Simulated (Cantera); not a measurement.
**Thermodynamics of carbothermic reduction, feed Fe2O3 + CH4 + N2 + C**

Charge: 1 mol Fe2O3, a varied amount of CH4, 0.23 mol N2, 0.42 mol C, held at 2075 K and 10.0 mbar.

These are equilibrium values from Cantera (NASA tables, ideal gas, pure condensed phases), not measurements of a reactor. Candidate condensed phases: C, C6H6, C7H8, C8H18, Fe, Fe(CO)5, FeO, Fe(OH)2, Fe(OH)3, Fe2O3, Fe3O4, H2O; 140 gas species. Each liquid is taken as pure. Mutual solubility and eutectic melting of coexisting phases are not modelled. The tables' stoichiometric FeO is somewhat more stable than real wüstite, so its field is too wide. FeO: taken at fixed stoichiometry. Equilibrium is a limit: real reactors are often held back by kinetics, nucleation or transport.

From 0.31 mol CH4 to 0.36 mol CH4 the condensed part is FeO(l). From 0.42 mol CH4 to 1.4 mol CH4 the condensed part is Fe(l) + FeO(l). The main Fe-bearing gas is Fe throughout. The share of Fe in condensed phases is highest at 0.31 mol CH4 (95.5 %) and lowest at 1.4 mol CH4 (77.9 %).

```
n(CH4) (mol)   x CO   x H2  x H2O    x N2    x Fe   x CO2     x H      x OH  n FeO(l)  n Fe(l)
------------  -----  -----  -----  ------  ------  ------  ------  --------  --------  -------
0.31          0.377  0.208  0.154   0.137  0.0524  0.0576  0.0121   0.00103      1.91        0
0.36          0.373  0.239  0.139   0.123  0.0669  0.0446  0.0130  0.000864      1.87        0
0.42          0.365  0.266  0.126   0.110  0.0820  0.0356  0.0138  0.000744      1.82  0.00974
0.49          0.356  0.280  0.133  0.0987  0.0820  0.0347  0.0141  0.000763      1.70    0.112
0.57          0.348  0.293  0.139  0.0886  0.0820  0.0340  0.0144  0.000780      1.56    0.228
0.66          0.340  0.304  0.144  0.0795  0.0820  0.0332  0.0147  0.000795      1.40    0.359
0.77          0.333  0.315  0.150  0.0706  0.0820  0.0325  0.0150  0.000810      1.21    0.519
0.9           0.326  0.326  0.154  0.0624  0.0820  0.0319  0.0152  0.000823     0.986    0.708
1             0.322  0.332  0.158  0.0573  0.0820  0.0315  0.0154  0.000831     0.813    0.854
1.2           0.316  0.343  0.162  0.0492  0.0820  0.0308  0.0156  0.000844     0.467     1.14
1.4           0.311  0.350  0.166  0.0431  0.0820  0.0303  0.0158  0.000853     0.121     1.44
```
x: gas mole fraction; n: condensed amount in mol.
